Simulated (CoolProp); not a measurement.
20 sccm (0 °C, 1 atm) of nitrogen bubbles through liquid cyclohexane at 333.5 K and leaves saturated at a total pressure of 0.15 MPa (ideal gas phase). Each further row changes one setting.

Model: reference Helmholtz-energy equation of state, Zhou 2014, in CoolProp.

| case | vapour pressure (kPa) | mole fraction of vapour | delivery (mg/min) | delivery (sccm) | change of delivery for a bath 1 K warmer (%) |
|---|---|---|---|---|---|
| as stated | 52.6 | 0.350 | 40.5 | 10.8 | 5.5 |
| bath temperature 338.5 K | 62.3 | 0.415 | 53.3 | 14.2 | 5.9 |
| total pressure 0.3 MPa | 52.6 | 0.175 | 16.0 | 4.25 | 4.3 |
